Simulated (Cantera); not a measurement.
Feed: 1 mol Fe(CO)₅, 1.1 mol O₂, 18 mol H₂, held at 925 °C and 133 Pa.

These are equilibrium values from Cantera (NASA tables, ideal gas, pure condensed phases), not measurements of a reactor. Candidate condensed phases: C, C₆H₆, C₇H₈, C₈H₁₈, Fe, Fe(CO)₅, FeO, Fe(OH)₂, Fe(OH)₃, Fe₂O₃, Fe₃O₄, H₂O; 114 gas species. The numbers say what is thermodynamically allowed, not how fast it happens.

Base state: H₂ 0.703, CO 0.201, H₂O 0.0791, CO₂ 0.0165 (mole fractions); condensed: Fe(γ).

Q: What changes in the equilibrium state with this change: H₂ from 18 to 1.5 mol?

A: 
| species | before | after |
|---|---|---|
| CO | 0.201 | 0.636 |
| H₂ | 0.703 | 0.179 |
| CO₂ | 0.0165 | 0.133 |
| H₂O | 0.0791 | 0.0514 |
| Fe(γ), mol | 1.000 | 0 |
| FeO(s), mol | 0 | 1.00 |
The tables' stoichiometric FeO is somewhat more stable than real wüstite, so its field is too wide. FeO: taken at fixed stoichiometry.
